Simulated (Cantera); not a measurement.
**Adiabatic ignition**

An adiabatic, constant-volume homogeneous reactor starts with CH3OH : O2 : N2 : H2O = 1 : 2.88 : 10.8 : 1.9 (molar parts), at 1375 K and 25.7 atm.

Detailed kinetics in Cantera: GRI-Mech 3.0 (53 species, 325 reactions). GRI-Mech 3.0 was tuned for natural gas; its chemistry of methanol as a main component is partial and can be far from experiment. The pressure lies above the range GRI-Mech 3.0 was tuned for (to about 10 atm).

```csv
t (s),T (K),P (bar),x CH3OH,x O2,x H2O,x CH4,x CH2,x H
2.00e-6,1375,26.0,0.0603,0.174,0.115,8.46e-7,1.03e-9,7.20e-9
5.34e-6,1375,26.0,0.0603,0.174,0.115,3.22e-6,1.03e-9,1.11e-8
1.43e-5,1375,26.0,0.0602,0.174,0.115,8.88e-6,1.03e-9,3.03e-8
3.81e-5,1381,26.1,0.0579,0.172,0.116,1.85e-5,1.14e-9,4.55e-7
0.000102,2541,49.7,<1e-12,0.0792,0.223,<1e-12,<1e-12,0.000123
0.000271,2538,49.6,<1e-12,0.0785,0.223,<1e-12,<1e-12,0.000121
0.000724,2530,49.4,<1e-12,0.0769,0.223,<1e-12,<1e-12,0.000116
0.00193,2520,49.2,<1e-12,0.0746,0.223,<1e-12,<1e-12,0.000109
0.00516,2515,49.1,<1e-12,0.0734,0.224,<1e-12,<1e-12,0.000106
0.0138,2514,49.1,<1e-12,0.0733,0.224,<1e-12,<1e-12,0.000106
0.0368,2514,49.1,<1e-12,0.0733,0.224,<1e-12,<1e-12,0.000106
0.0982,2514,49.1,<1e-12,0.0733,0.224,<1e-12,<1e-12,0.000106
0.262,2514,49.1,<1e-12,0.0733,0.224,<1e-12,<1e-12,0.000106
0.700,2514,49.1,<1e-12,0.0733,0.224,<1e-12,<1e-12,0.000106
```
x: mole fraction; the columns are a selection and need not sum to one.

The time of steepest temperature rise is 55.6 µs. The temperature at 0.700 s comes out as 2514 K, the equilibrium temperature comes out as 2514 K and the x(CH3OH) at 0.700 s is <1e-12 (gas-phase equilibrium <1e-12). The x(O2) at 0.700 s comes out as 0.0733 (gas-phase equilibrium 0.0733). The x(H2O) at 0.700 s is 0.224 (gas-phase equilibrium 0.224).
